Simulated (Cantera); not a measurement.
An isothermal, constant-pressure homogeneous reactor starts with C2H4 : H2 = 1 : 2.8 (molar parts), at 1600 K and 100000 Pa.

Cantera simulation using GRI-Mech 3.0 (53 species, 325 reactions); the numbers are that mechanism's predictions, not measurements. GRI-Mech 3.0 was tuned for natural gas; its chemistry of ethylene as a main component is partial and can be far from experiment. GRI-Mech 3.0 stops at C3 and has no aromatics, soot or wall deposition, so with more carbon than oxygen in the feed, carbon stays in small species such as C2H2 where larger ones or solid carbon would form.

One state of this run: x C2H4 = 0.0160; x H2 = 0.778; x H = 6.76e-5; x CH3 = 2.62e-5; x C2H = 5.58e-8; x CH4 = 0.0147; x CH2 = 2.61e-9. x: mole fraction; the columns are a selection and need not sum to one.

Which value of t (s) does it belong to?
A) 8.00e-5
B) 0.0175
C) 0.0675
D) 0.00456

B, 0.0175
